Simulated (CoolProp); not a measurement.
Vapour-liquid equilibrium of R125 (1) + R152A (2) at -40.75 °C; x and y are mole fractions of (1).

Model: multi-fluid Helmholtz-energy mixture model, Lemmon 2005 and Outcalt 1996; pair parameters Bell 2016, in CoolProp.

```csv
x,bubble pressure (MPa),y at the bubble point,dew pressure at overall composition x (MPa),liquid density (mol/L)
0.05,0.05064,0.145,0.04710,15.62
0.15,0.06026,0.350,0.05084,15.23
0.25,0.06928,0.495,0.05518,14.86
0.35,0.07812,0.608,0.06024,14.50
0.45,0.08708,0.700,0.06621,14.16
0.55,0.09638,0.777,0.07334,13.82
0.65,0.1061,0.844,0.08202,13.49
0.75,0.1164,0.900,0.09289,13.17
0.85,0.1271,0.946,0.1072,12.86
0.95,0.1379,0.984,0.1280,12.54
```

No azeotrope shows between x = 0.05 and 0.95.

The pair parameters rest on a limited set of measurements; away from them the model extrapolates. The gap from Raoult's law changes sign with composition, which may be real or a fault of the pair parameters; it wasn't checked against measurements.
